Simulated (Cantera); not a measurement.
A closed system holds: 1 mol CuO, 17 mol HF, 0.52 mol N2, held at 1050 °C and 0.320 bar.

Equilibrium computed with Cantera from the NASA thermochemical tables; the gas is ideal and each condensed phase is pure. Candidate condensed phases: Cu, CuF2, CuO, Cu(OH)2, Cu2O, H2O; 45 gas species. Equilibrium is a limit: real reactors are often held back by kinetics, nucleation or transport.

Base state: HF 0.950, N2 0.0292, O2 0.0137, CuF 0.00299, H2O 0.00296, CuF2 0.00146, NO 2.25e-5 (mole fractions); condensed: Cu2O(s).

Problem. What changes in the equilibrium state with this change: CuO replaced by B2O3?

Solution. 
```csv
species,before,after
HF,0.950,0.668
H2O,0.00296,0.180
BF3,0,0.119
O2,0.0137,6.77e-6
N2,0.0292,0.0314
CuF,0.00299,0
CuF2,0.00146,0
BOF,0,0.00135
HBO2,0,0.000113
B3O3F3,0,2.34e-5
H2,5.80e-9,1.58e-5
"Cu2O(s), mol",0.460,0
```
Gases not in the tables: H3BO3. Further candidate phases: B, BN, B2O3, B3O3H3.
